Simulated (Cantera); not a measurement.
# Diamond growth

A diamond (100) surface in a fixed gas of H2 with x(CH4) = 0.019, x(H) = 0.019, x(CH3) = 0.00024, 26000 Pa; coverages are run to steady state.

Detailed kinetics in Cantera: the Harris–Goodwin 1993 mechanism for the reconstructed diamond (100) surface.

| T (K) | growth (µm/h) | θ c6HH | θ c6H* | θ c6*H | θ c6** | θ c6HM |
|---|---|---|---|---|---|---|
| 950 | 25.8 | 0.636 | 0.0149 | 0.331 | 0.00675 | 0.00848 |
| 1000 | 33.0 | 0.591 | 0.0192 | 0.371 | 0.00983 | 0.00686 |
| 1050 | 40.8 | 0.548 | 0.0238 | 0.406 | 0.0137 | 0.00559 |
| 1100 | 48.7 | 0.508 | 0.0288 | 0.438 | 0.0185 | 0.00457 |
| 1150 | 55.9 | 0.470 | 0.0340 | 0.465 | 0.0242 | 0.00369 |
| 1200 | 60.5 | 0.436 | 0.0393 | 0.489 | 0.0308 | 0.00289 |
| 1250 | 60.3 | 0.405 | 0.0447 | 0.508 | 0.0383 | 0.00210 |
| 1300 | 54.1 | 0.377 | 0.0501 | 0.524 | 0.0466 | 0.00137 |
| 1350 | 44.5 | 0.351 | 0.0555 | 0.536 | 0.0556 | 0.000783 |
| 1400 | 36.1 | 0.328 | 0.0607 | 0.545 | 0.0652 | 0.000403 |
θ: site fractions in the mechanism's names (c6HH fully hydrogenated, c6H* and c6*H radical sites, c6** diradical, c6HM methylated).
